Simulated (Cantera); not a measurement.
Feed: 1 mol C2F6, at 4.90 mbar.

Cantera equilibrium calculation (NASA polynomials, part measured and part estimated; ideal gas, pure solids and liquids). Candidate condensed phases: C; 13 gas species. The feed counts by its element totals alone. Gases not in the tables: C2F6 and larger saturated fluorocarbons. Rates play no part.

### Question
At 2148 K, list the 5 most abundant gas species with their mole fractions, and the condensed phases.

### Answer
CF4 0.459, CF2 0.337, F 0.187, CF3 0.0155, CF 0.00171. Condensed: C(graphite).
